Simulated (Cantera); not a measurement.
Cantera run:

```python
import numpy as np
import cantera as ct

gas_names = """
    H H2 N NH NH2 NH3 N2 N2H2 N2H4 Pb Pb2
""".split()
cond_names = """
    Pb(cr) Pb(L)
""".split()


def load(file, names, dense=False):
    # The tables refer to 1 bar. Condensed volumes are neglected.
    table = {s.name: s for s in ct.Species.list_from_file(file)}
    out = []
    for n in names:
        d = dict(table[n].input_data)
        d["thermo"] = dict(d["thermo"], **{"reference-pressure": 1e5})
        if dense:
            d["equation-of-state"] = {"model": "constant-volume", "density": "1e6 g/cm^3"}
        out.append(ct.Species.from_dict(d))
    return out


gas = ct.Solution(thermo="ideal-gas", species=load("nasa_gas.yaml", gas_names))
cond = {s.name: ct.Solution(thermo="fixed-stoichiometry", species=[s], name=s.name)
        for s in load("nasa_condensed.yaml", cond_names, dense=True)}
atoms = {
    'Pb': {'Pb': 1},
    'NH3': {'N': 1, 'H': 3},
    'H2': {'H': 2},
}
top_T = {}  # K; cautious upper limits of use, not melting points


def equilibrate(T, P, feed):
    n = {}
    for name, mol in feed.items():
        for a, k in atoms[name].items():
            n[a] = n.get(a, 0.0) + k * mol
    gas.TPX = T, P, n
    mass = sum(n.values()) * gas.mean_molecular_weight
    gas.equilibrate("TP")
    valid = [c for c in cond.values() if c.min_temp <= T <= top_T.get(c.name, c.max_temp)]
    mix = ct.Mixture([(gas, mass / gas.mean_molecular_weight)] + [(c, 0.0) for c in valid])
    mix.T, mix.P = T, P
    mix.equilibrate("TP", solver="vcs", rtol=1e-11, max_steps=5000)
    return mix


results = []
feed = {'Pb': 1, 'NH3': 4, 'H2': 140}  # mol
P = 10000  # Pa
for T in [700, 800, 900, 1000, 1100, 1200, 1300, 1400, 1500, 1600, 1700, 1800, 1900, 2000]:
    mix = equilibrate(T, P, feed)
    results.append((T, P, feed, dict(zip(mix.species_names, mix.species_moles))))

top = {s: max(r[3][s] / sum(r[3][g] for g in gas_names) for r in results) for s in gas_names}
cols = sorted((s for s in top if top[s] > 0.001), key=lambda s: -top[s])[:5]
seen = [c for c in cond_names if any(r[3].get(c, 0) > 1e-12 for r in results)]
print("log10 of partial pressures in bar; condensed amounts in mol")
print(f"{'T/K':>10s}" + "".join(f"{s[:9]:>10s}" for s in cols + seen))
for T, P, feed, n in results:
    ng = sum(n[g] for g in gas_names)
    print(f"{T:10.4g}" + "".join(f"{np.log10(max(n[s] / ng * P / 1e5, 1e-99)):10.3f}" for s in cols)
          + "".join(f"{n.get(c, 0):10.4g}" for c in seen))
```

Output:

```
log10 of partial pressures in bar; condensed amounts in mol
       T/K        H2        N2        Pb         H     Pb(L)
       700    -1.006    -2.871    -8.953   -14.100         1
       800    -1.006    -2.870    -7.212   -12.041    0.9999
       900    -1.006    -2.869    -5.864   -10.435     0.998
      1000    -1.006    -2.869    -4.791    -9.147     0.976
      1100    -1.006    -2.870    -3.917    -8.091    0.8205
      1200    -1.009    -2.872    -3.192    -7.209   0.04192
      1300    -1.009    -2.872    -3.173    -6.461         0
      1400    -1.009    -2.872    -3.173    -5.817         0
      1500    -1.009    -2.872    -3.173    -5.259         0
      1600    -1.009    -2.872    -3.173    -4.769         0
      1700    -1.009    -2.872    -3.173    -4.336         0
      1800    -1.009    -2.872    -3.173    -3.951         0
      1900    -1.010    -2.873    -3.174    -3.605         0
      2000    -1.011    -2.873    -3.174    -3.294         0
```

Method: chemical equilibrium by Gibbs-energy minimisation in Cantera with the NASA 1993 tables (ideal gas, pure condensed phases).
